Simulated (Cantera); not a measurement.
Charge: 1 mol (CH₃)₂SiCl₂, 4.2 mol HCl, 4.5 mol H₂, held at 0.0100 bar.

Cantera equilibrium calculation (NASA polynomials, part measured and part estimated; ideal gas, pure solids and liquids). Candidate condensed phases: C, C₆H₆, C₇H₈, C₈H₁₈, Si, SiC; 109 gas species. The feed counts by its element totals alone. The tables' values for SiCl₃, SiCl are old estimates; treat these amounts as uncertain. Equilibrium is a limit: real reactors are often held back by kinetics, nucleation or transport.

x: gas mole fraction; n: condensed amount in mol.

```csv
T (K),x H₂,x HCl,x SiCl₄,x SiCl₂,x SiCl₃,x H,x SiHCl₃,n C(graphite),n SiC(s)
1125,0.616,0.341,0.0400,0.000413,0.00116,3.49e-7,0.00126,1.52,0.478
1225,0.562,0.416,0.0176,0.00147,0.00181,2.34e-6,0.000743,1.27,0.730
1325,0.534,0.454,0.00598,0.00355,0.00198,1.20e-5,0.000360,1.15,0.850
1425,0.526,0.463,…,…,0.00175,…,…,1.13,0.869
1525,0.526,0.461,0.000573,0.0106,0.00143,0.000172,7.40e-5,1.16,0.839
1625,0.530,0.453,…,…,0.00115,…,…,1.21,0.786
1725,0.534,0.442,7.34e-5,0.0212,0.000913,0.00136,1.84e-5,1.28,0.718
```

### Question
What belongs in the gaps?

### Answer

- 1425, x SiCl₄: 0.00182
- 1425, x SiCl₂: 0.00659
- 1425, x H: 4.95e-5
- 1425, x SiHCl₃: 0.000161
- 1625, x SiCl₄: 0.000197
- 1625, x SiCl₂: 0.0155
- 1625, x H: 0.000513
- 1625, x SiHCl₃: 3.59e-5
